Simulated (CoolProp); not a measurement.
Vapour pressure (MPa) of ethylene: the reference equation beside estimates from Tc = 282.4 K, pc = 5.042 MPa, ω = 0.087. Clausius-Clapeyron is anchored at 240.2 K with a constant enthalpy of vaporisation of 9.461 kJ/mol.

The numbers come from the reference Helmholtz-energy equation of state, Smukala 2000 in CoolProp.

| T (K) | reference | Clausius-Clapeyron | van der Waals | Redlich-Kwong |
|---|---|---|---|---|
| 220.2 | 0.9631 | 1.160 | 1.716 | 1.032 |
| 224.2 | 1.099 | 1.272 | 1.867 | 1.176 |
| 228.2 | 1.248 | 1.390 | 2.026 | 1.333 |
| 232.2 | 1.411 | 1.515 | 2.193 | 1.504 |
| 236.2 | 1.589 | 1.646 | 2.369 | 1.690 |
| 240.2 | 1.783 | 1.783 | 2.553 | 1.890 |
| 244.2 | 1.993 | 1.927 | 2.746 | 2.106 |
| 248.3 | 2.227 | 2.081 | 2.953 | 2.344 |
| 252.3 | 2.474 | 2.238 | 3.163 | 2.593 |
| 256.3 | 2.739 | 2.401 | 3.383 | 2.859 |
| 260.3 | 3.026 | 2.571 | 3.612 | 3.143 |
| 264.3 | 3.334 | 2.746 | 3.850 | 3.445 |
| 268.3 | 3.664 | 2.929 | 4.097 | 3.765 |

Absolute difference from the reference over all 13 rows, mean and median: Clausius-Clapeyron 11.0 and 11.4 %, van der Waals 40.5 and 37.8 %, Redlich-Kwong 5.4 and 5.7 %.
